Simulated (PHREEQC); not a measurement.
1 kg of water holding 0.0057 mol NaCl and 0.0045 mol CaCl2 is evaporated at 25 °C; the solids stay in contact with the brine. No CO2 enters from the air. The run lets Halite, Portlandite precipitate or redissolve, and no other solid.

The numbers come from PHREEQC with the Pitzer model, pitzer.dat.

| water left (kg) | ionic strength | water activity | Cl in solution (mol/kgw) | Na in solution (mol/kgw) | Ca in solution (mol/kgw) |
|---|---|---|---|---|---|
| 1 | 0.0192 | 1.000 | 0.0147 | 0.00570 | 0.00450 |
| 0.6755 | 0.0284 | 0.999 | 0.0218 | 0.00844 | 0.00666 |
| 0.4563 | 0.0421 | 0.999 | 0.0322 | 0.0125 | 0.00986 |
| 0.375 | 0.0512 | 0.999 | 0.0392 | 0.0152 | 0.0120 |
| 0.2533 | 0.0758 | 0.998 | 0.0580 | 0.0225 | 0.0178 |
| 0.1711 | 0.112 | 0.998 | 0.0859 | 0.0333 | 0.0263 |
| 0.1156 | 0.166 | 0.997 | 0.127 | 0.0493 | 0.0389 |
| 0.07809 | 0.246 | 0.995 | 0.188 | 0.0730 | 0.0576 |
| 0.06418 | 0.299 | 0.994 | 0.229 | 0.0888 | 0.0701 |
| 0.04335 | 0.443 | 0.991 | 0.339 | 0.131 | 0.104 |
| 0.0293 | 0.655 | 0.986 | 0.502 | 0.195 | 0.154 |
| 0.01979 | 0.970 | 0.980 | 0.743 | 0.288 | 0.227 |
| 0.01337 | 1.44 | 0.969 | 1.10 | 0.426 | 0.337 |
| 0.01099 | 1.75 | 0.962 | 1.34 | 0.518 | 0.409 |
| 0.007426 | 2.59 | 0.940 | 1.98 | 0.768 | 0.606 |
| 0.005012 | 3.83 | 0.903 | 2.93 | 1.14 | 0.898 |
